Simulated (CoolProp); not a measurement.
Decamethylcyclopentasiloxane (D5) along the isobar 1.01 bar: density (kg/m³) from the reference equation and from simpler models built on Tc = 618.3 K, pc = 10.78 bar, ω = 0.631; each cubic takes its own stable root.

Values from CoolProp's reference Helmholtz-energy equation of state, Thol 2019.

| T (K) | phase | reference |
|---|---|---|
| 257.1 | liquid | 998.2 |
| 299.7 | liquid | 952.1 |
| 342.3 | liquid | 906.7 |
| 384.9 | liquid | 860.8 |
| 427.5 | liquid | 813.1 |
| 470.1 | liquid | 761.5 |
| 512.7 | gas | 9.468 |
| 555.2 | gas | 8.561 |

Task: How far does each simpler model (van der Waals, Redlich-Kwong) lie from the reference over these 8 states: mean and median of the absolute difference, and the worst?

Result: 
- van der Waals: mean 54.8 %, median 46.3 %, worst -98.7 % at 470.1 K and 1.01 bar
- Redlich-Kwong: mean 25.0 %, median 19.6 %, worst -98.6 % at 470.1 K and 1.01 bar

At some of these states van der Waals, Redlich-Kwong gives the other phase, because its saturation line lies elsewhere.
